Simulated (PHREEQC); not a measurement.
**Phosphoric acid bath: speciation**

Make-up at 25 °C: 4.8 mmol/kgw KH2PO4, 3.8 mmol/kgw HF and 0.0091 mmol/kgw H4SiO4. Closed to the air; pH follows from the charge balance.

Model: ion-association model, phreeqc.dat, run in PHREEQC.

```yaml
pH: 3.01
ionic_strength: 0.00586 mol/kgw
specific_conductance: 891 µS/cm
total_alkalinity: -3.80 meq/kg
```

| species | molality | activity | log γ |
|---|---|---|---|
| K+ | 0.00480 | 0.00442 | -0.036 |
| H2PO4- | 0.00424 | 0.00391 | -0.034 |
| HF | 0.00214 | 0.00214 | 0.001 |
| F- | 0.00159 | 0.00146 | -0.036 |
| H+ | 0.00105 | 0.000978 | -0.032 |
| H3PO4 | 0.000563 | 0.000564 | 0.001 |
| HF2- | 1.30e-5 | 1.20e-5 | -0.035 |
| SiF6-2 | 8.63e-6 | 6.27e-6 | -0.139 |
| H4SiO4 | 4.68e-7 | 4.69e-7 | 0.001 |
| HPO4-2 | 3.42e-7 | 2.48e-7 | -0.139 |
| KHPO4- | 2.32e-9 | 2.14e-9 | -0.034 |

Precipitation was switched off in this run. SiF6-2 is the database's only silicon fluoride.
